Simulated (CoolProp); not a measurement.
The numbers come from the reference Helmholtz-energy equation of state, Lemmon 2016 in CoolProp.

Q: Give the vapour pressure (kPa), vapour density (kg/m³), liquid cp (kJ/(kg K)) of saturated R227EA at 216.3, 230.8, 254.9 K.

A: 
```
T (K)  p (kPa)  vapour density (kg/m³)  liquid cp (kJ/(kg K))
-----  -------  ----------------------  ---------------------
216.3     11.7                    1.12                   1.01
230.8     28.2                    2.55                   1.03
254.9     93.2                    7.84                   1.08
```
